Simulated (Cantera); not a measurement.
A Cantera script and its output.

```python
import numpy as np
import cantera as ct

surf = ct.Interface("diamond.yaml", "diamond_100")
gas, bulk = surf.adjacent["gas"], surf.adjacent["diamond"]
k = surf.kinetics_species_index(bulk.species_names[0])
cover = ["c6HH", "c6H*", "c6*H", "c6**", "c6HM", "c6B"]

rows, drift = [], 0.0
print(f"{'T':>10s}{'um/h':>11s}" + "".join(f"{s:>11s}" for s in cover))
for v in [925, 1000, 1075, 1150, 1225, 1300, 1375]:
    T, P, xH, xCH3 = v, 7200, 0.0098, 1.3e-05
    gas.TPX = T, P, {"H": xH, "CH3": xCH3, "CH4": 0.0026, "H2": 1 - xH - xCH3 - 0.0026}
    surf.TP = bulk.TP = T, P
    surf.coverages = "c6H*:0.1, c6HH:0.9"
    surf.advance_coverages(100.0)
    before = surf.coverages
    surf.advance_coverages(100.0)
    drift = max(drift, np.max(np.abs(surf.coverages - before) / (surf.coverages + 1e-9)))
    rate = surf.net_production_rates[k] * bulk.mean_molecular_weight / bulk.density * 3.6e9
    rows.append([rate, *surf[cover].coverages])
    print(f"{v:10.4g}{rate:11.4e}" + "".join(f"{x:11.3e}" for x in rows[-1][1:]))
```

Result:

```
         T       um/h       c6HH       c6H*       c6*H       c6**       c6HM        c6B
       925 3.3951e-01  6.667e-01  1.235e-02  3.142e-01  5.473e-03  9.996e-04  9.213e-10
      1000 4.9050e-01  5.963e-01  1.844e-02  3.745e-01  9.770e-03  7.149e-04  1.331e-09
      1075 6.3086e-01  5.316e-01  2.550e-02  4.263e-01  1.588e-02  4.985e-04  1.712e-09
      1150 6.5479e-01  4.739e-01  3.321e-02  4.685e-01  2.389e-02  2.983e-04  1.777e-09
      1225 4.8909e-01  4.237e-01  4.123e-02  5.011e-01  3.375e-02  1.274e-04  1.327e-09
      1300 3.1999e-01  3.805e-01  4.929e-02  5.250e-01  4.517e-02  3.965e-05  8.683e-10
      1375 2.6219e-01  3.439e-01  5.715e-02  5.412e-01  5.778e-02  1.093e-05  7.115e-10
```

Model: the Harris–Goodwin 1993 mechanism for the reconstructed diamond (100) surface, integrated in Cantera.
